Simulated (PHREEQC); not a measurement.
Nickel, zinc or cadmium bath (model solution)

Consider water at 25 °C with 0.12 mol/kgw Ni(NO3)2 and 0.0059 mol/kgw Na2SO4. It is in equilibrium with CO2 at log p = 0 (atm). Otherwise closed; pH follows from the charge balance.

Equilibrium calculation in PHREEQC: ion-association model, wateq4f.dat.

No solid was allowed to form.

**Question.** What pH, activity of water does the model give?

**Answer.** pH 3.54; activity of water 0.993.

**Question.** In which forms is S present?

**Answer.** NiSO4 58 %, SO4-2 42 %, NaSO4- 0.6 % of the S.
